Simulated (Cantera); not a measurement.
A perfectly stirred reactor is fed with CH4 : CO2 = 1 : 1.8 (molar parts), at 2.40 bar; it is held at 1973 K, and followed from long to short residence time.

Computed with Cantera and GRI-Mech 3.0 (53 species, 325 reactions).

Q: What does this change do: temperature 1973 to 1950 K?

A: 
| quantity | before | after |
|---|---|---|
| x(CH4) at τ = 1.10 s | 0.00171 | 0.00220 |
| x(CO2) at τ = 1.10 s | 0.0494 | 0.0505 |
| x(OH) at τ = 1.10 s | 1.83e-5 | 1.49e-5 |
| x(HO2) at τ = 1.10 s | 5.41e-12 | 3.78e-12 |
| x(C2H2) at τ = 1.10 s | 0.000600 | 0.000940 |
| x(CH4) at τ = 28.0 ms | 0.0138 | 0.0159 |
| x(CO2) at τ = 28.0 ms | 0.0850 | 0.0934 |
| x(OH) at τ = 28.0 ms | 2.81e-5 | 2.43e-5 |
| x(HO2) at τ = 28.0 ms | 1.35e-11 | 1.08e-11 |
| x(C2H2) at τ = 28.0 ms | 0.0275 | 0.0325 |

Q: What does this change do: temperature 1973 to 1700 K?

A: 
| quantity | before | after |
|---|---|---|
| x(CH4) at τ = 1.10 s | 0.00171 | 0.0198 |
| x(CO2) at τ = 1.10 s | 0.0494 | 0.0989 |
| x(OH) at τ = 1.10 s | 1.83e-5 | 1.60e-6 |
| x(HO2) at τ = 1.10 s | 5.41e-12 | <1e-12 |
| x(C2H2) at τ = 1.10 s | 0.000600 | 0.0267 |
| x(CH4) at τ = 28.0 ms | 0.0138 | 0.0939 |
| x(CO2) at τ = 28.0 ms | 0.0850 | 0.315 |
| x(OH) at τ = 28.0 ms | 2.81e-5 | 2.17e-6 |
| x(HO2) at τ = 28.0 ms | 1.35e-11 | <1e-12 |
| x(C2H2) at τ = 28.0 ms | 0.0275 | 0.0809 |

Q: What does this change do: CO2 1.8 to 1.1 parts?

A: 
| quantity | before | after |
|---|---|---|
| x(CH4) at τ = 1.10 s | 0.00171 | 0.00393 |
| x(CO2) at τ = 1.10 s | 0.0494 | 0.00896 |
| x(OH) at τ = 1.10 s | 1.83e-5 | 4.44e-6 |
| x(HO2) at τ = 1.10 s | 5.41e-12 | <1e-12 |
| x(C2H2) at τ = 1.10 s | 0.000600 | 0.00778 |
| x(CH4) at τ = 28.0 ms | 0.0138 | 0.0198 |
| x(CO2) at τ = 28.0 ms | 0.0850 | 0.0388 |
| x(OH) at τ = 28.0 ms | 2.81e-5 | 1.70e-5 |
| x(HO2) at τ = 28.0 ms | 1.35e-11 | 4.04e-12 |
| x(C2H2) at τ = 28.0 ms | 0.0275 | 0.0553 |
